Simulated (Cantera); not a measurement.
Input: 1 mol SiF₄, 0.45 mol O₂, 11 mol H₂, 0.53 mol H₂O, at 1427 °C and 13.3 mbar.

Equilibrium computed with Cantera from the NASA thermochemical tables; the gas is ideal and each condensed phase is pure. Candidate condensed phases: H₂O, Si, SiO₂; 38 gas species. The tables' values for SiF₃, SiF₂ are old estimates; treat these amounts as uncertain. The tables hold silica as quartz up to 1696 K and as liquid above; real silica turns to tridymite and cristobalite and melts near 1996 K. Kinetics and transport are ignored.

Base state: H₂ 0.755, HF 0.213, SiF₄ 0.0200, H₂O 0.00532, SiO 0.00294, SiF₃ 0.00238, H 0.00111, SiHF₃ 0.000123 (mole fractions); condensed: SiO₂(condensed).

Problem. What changes in the equilibrium state with this change: H₂O from 0.53 to 4 mol?

Solution. 
| species | before | after |
|---|---|---|
| H₂ | 0.755 | 0.593 |
| HF | 0.213 | 0.235 |
| H₂O | 0.00532 | 0.171 |
| SiF₄ | 0.0200 | 2.87e-5 |
| SiO | 0.00294 | 7.20e-5 |
| SiF₂ | 0.000118 | 1.10e-7 |
| SiHF₃ | 0.000123 | 1.26e-7 |
| SiF₃ | 0.00238 | 2.75e-6 |
| OH | 4.04e-7 | 1.46e-5 |
| SiO₂(condensed), mol | 0.660 | 0.998 |

Problem. What changes in the equilibrium state with this change: O₂ from 0.45 to 1.9 mol?

Solution. 
| species | before | after |
|---|---|---|
| H₂ | 0.755 | 0.531 |
| HF | 0.213 | 0.295 |
| H₂O | 0.00532 | 0.172 |
| SiF₄ | 0.0200 | 7.01e-5 |
| SiF₂ | 0.000118 | 1.52e-7 |
| SiHF₃ | 0.000123 | 2.19e-7 |
| SiF₃ | 0.00238 | 5.06e-6 |
| SiO | 0.00294 | 6.39e-5 |
| SiO₂(condensed), mol | 0.660 | 0.998 |

Problem. What changes in the equilibrium state with this change: SiF₄ replaced by Si₂H₆?

Solution. 
```csv
species,before,after
H₂,0.755,0.909
SiO,0.00294,0.0895
H,0.00111,0.00122
HF,0.213,0
SiF₄,0.0200,0
SiF₃,0.00238,0
SiHF₃,0.000123,0
SiF₂,0.000118,0
"SiO₂(condensed), mol",0.660,0
"Si(l), mol",0,0.569
```
The feed counts by its element totals alone. Gases not in the tables: Si₂H₆ and higher silanes.
